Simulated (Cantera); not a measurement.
**Equilibrium for carbon deposition, reforming and gasification: CO + CO2 + N2**

A closed system holds: 1 mol CO, 0.11 mol CO2, 0.31 mol N2, equilibrated at 2.20 bar.

These are equilibrium values from Cantera (NASA tables, ideal gas, pure condensed phases), not measurements of a reactor. Candidate condensed phases: C; 24 gas species. The numbers say what is thermodynamically allowed, not how fast it happens.

From 2673 K to 3023 K nothing is condensed. The main C-bearing gas is CO throughout.

| T (K) | log p CO | log p N2 | log p CO2 | log p O | log p NO | log p O2 | log p N | log p NO2 |
|---|---|---|---|---|---|---|---|---|
| 2673 | 0.19 | -0.32 | -0.77 | -3.52 | -3.31 | -4.05 | -6.04 | -8.11 |
| 2723 | 0.19 | -0.32 | -0.77 | -3.33 | -3.18 | -3.85 | -5.87 | -7.91 |
| 2773 | 0.19 | -0.32 | -0.77 | -3.14 | -3.05 | -3.67 | -5.70 | -7.71 |
| 2823 | 0.19 | -0.32 | -0.78 | -2.97 | -2.93 | -3.49 | -5.54 | -7.52 |
| 2873 | 0.19 | -0.32 | -0.78 | -2.80 | -2.82 | -3.32 | -5.39 | -7.34 |
| 2923 | 0.19 | -0.32 | -0.78 | -2.64 | -2.71 | -3.16 | -5.24 | -7.16 |
| 2973 | 0.19 | -0.32 | -0.79 | -2.49 | -2.61 | -3.01 | -5.09 | -7.00 |
| 3023 | 0.19 | -0.32 | -0.80 | -2.34 | -2.51 | -2.86 | -4.95 | -6.85 |
log p: log10 of the partial pressure in bar; nothing condenses.
